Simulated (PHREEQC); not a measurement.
PHREEQC input (ion-association model, wateq4f.dat):

```
SOLUTION_MASTER_SPECIES
  Amm  AmmH+  0  AmmH  17.031  # ammonia with no redox link, constants of NH4+
SOLUTION_SPECIES
  AmmH+ = AmmH+
    -log_k 0
  AmmH+ = Amm + H+
    -log_k -9.252
    -delta_h 12.48 kcal
    -analytic 0.6322 -0.001225 -2835.76
    -gamma 2.5 0.0
  AmmH+ + SO4-2 = AmmHSO4-
    -log_k 1.11
    -gamma 5.0 0.0
PHASES
  Amm(g)
    Amm = Amm
    -log_k 1.770
    -delta_h -8.170 kcal
EXCHANGE_SPECIES
  AmmH+ + X- = AmmHX
    -log_k 0.6
SOLUTION 1
  temp 24
  units mmol/kgw
  pH 7 charge
  K 26.46
  B 0.87
  C(4) 0.23
SOLUTION 2
  temp 24
  units mmol/kgw
  pH 7 charge
  C(4) 9.8
  Amm 9.8
END
SELECTED_OUTPUT 1
  -reset false
  -pH true
  -pe true
  -ionic_strength true
  -water true
  -totals Amm B C K C(-4) C(4)
  -molalities H+ H3BO3 CO3-2 K+ H2BO3- CO2 HCO3- O2 OH- AmmH+
    Amm
PRINT
  -reset false
MIX 1
  1 1
  2 0
EQUILIBRIUM_PHASES 1
  O2(g) -0.68 10
END
# ... the last block is repeated for the other 20 points of share of solution B
```

Selected output (columns that matter, 14 of 21 rows; share of solution B added in front):

```
share of solution B	pH	mu	Amm	B	C	K	m_H+	m_H3BO3	m_CO3-2	m_K+	m_H2BO3-	m_CO2	m_HCO3-	m_OH-
0	12.363	0.026689	0	0.00087	0.00023	0.02646	4.9313e-13	5.5981e-07	0.00022862	0.02646	0.00086944	1.1685e-12	1.381e-06	0.025132
0.1	12.28	0.024993	0.00097997	0.00078297	0.001187	0.023813	5.9539e-13	6.1313e-07	0.0011782	0.023813	0.00078236	8.9651e-12	8.7154e-06	0.020667
0.15	12.231	0.024143	0.0014699	0.00073946	0.0016654	0.02249	6.6496e-13	6.4936e-07	0.0016517	0.02249	0.00073881	1.5848e-11	1.3745e-05	0.018436
0.25	12.113	0.022441	0.0024498	0.00065244	0.0026223	0.019843	8.7014e-13	7.5605e-07	0.0025936	0.019843	0.00065169	4.3591e-11	2.8678e-05	0.01398
0.3	12.039	0.021586	0.0029397	0.00060894	0.0031007	0.01852	1.0305e-12	8.3925e-07	0.0030603	0.01852	0.0006081	7.3e-11	4.0395e-05	0.011757
0.4	11.836	0.019859	0.0039195	0.00052193	0.0040574	0.015874	1.6376e-12	1.1531e-06	0.0039727	0.015874	0.00052078	2.454e-10	8.4749e-05	0.0073352
0.45	11.684	0.018972	0.0044093	0.00047843	0.0045358	0.014551	2.319e-12	1.503e-06	0.0044016	0.014551	0.00047692	5.5267e-10	0.00013419	0.005156
0.55	11.072	0.016874	0.005389	0.00039143	0.0054925	0.011905	9.4599e-12	5.0307e-06	0.0048726	0.011905	0.0003864	1.0531e-08	0.00061988	0.0012494
0.6	10.564	0.01512	0.005879	0.00034794	0.005971	0.010582	3.0343e-11	1.4101e-05	0.0042151	0.010582	0.00033384	9.6653e-08	0.0017558	0.00038547
0.7	9.8737	0.011666	0.0068591	0.00026097	0.0069281	0.007937	1.4723e-10	4.5323e-05	0.0022228	0.007937	0.00021564	1.2852e-06	0.004704	7.7605e-05
0.75	9.6108	0.010609	0.0073492	0.00021748	0.0074067	0.0066143	2.6876e-10	6.0678e-05	0.0015033	0.0066143	0.0001568	2.9658e-06	0.0059005	4.2172e-05
0.85	9.1232	0.0096901	0.0083295	0.00013049	0.008364	0.0039687	8.235e-10	7.1048e-05	0.00063248	0.0039687	5.9444e-05	1.1975e-05	0.0077195	1.3661e-05
0.9	8.8518	0.0095925	0.0088196	8.6996e-05	0.0088426	0.0026459	1.5377e-09	6.0094e-05	0.00037009	0.0026459	2.6903e-05	2.4491e-05	0.0084481	7.31e-06
1	7.7884	0.0095551	0.0098	0	0.0098	0	1.7792e-08	0	3.5746e-05	0	0	0.00031698	0.0094473	6.3159e-07
```
